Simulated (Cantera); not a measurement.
A diamond (100) surface in a fixed gas of H2 with x(CH4) = 0.0028, x(H) = 0.03, x(CH3) = 0.00011, at 1150 K; coverages are run to steady state.

Cantera simulation using the Harris–Goodwin 1993 mechanism for the reconstructed diamond (100) surface; the numbers are that mechanism's predictions, not measurements.

One state of this run: growth (µm/h) = 46.5; θ c6HH = 0.472; θ c6H* = 0.0360; θ c6*H = 0.466; θ c6** = 0.0249; θ c6HM = 0.00113. θ: site fractions in the mechanism's names (c6HH fully hydrogenated, c6H* and c6*H radical sites, c6** diradical, c6HM methylated).

Which value of P (Pa) does it belong to?
(A) 640
(B) 45000
(C) 320
(D) 5400

B, 45000
